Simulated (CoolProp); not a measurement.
Vapour-liquid equilibrium of R245fa (1) + isopentane (2) at 121.35 °C; x and y are mole fractions of (1).

Computed with CoolProp (multi-fluid Helmholtz-energy mixture model, Akasaka 2015 and Lemmon 2006; pair parameters Bell 2016).

Problem. Give the bubble pressure and the first vapour's composition at x = 0.2, 0.35, 0.95. Is there an azeotrope?

Solution. x = 0.2: 16.58 bar, y = 0.371; x = 0.35: 19.23 bar, y = 0.504; x = 0.95: 20.78 bar, y = 0.928. y crosses x between x = 0.65 and 0.8: the model has an azeotrope there.

Pair parameters are fitted to limited data, so mixtures are less certain than the pure fluids.
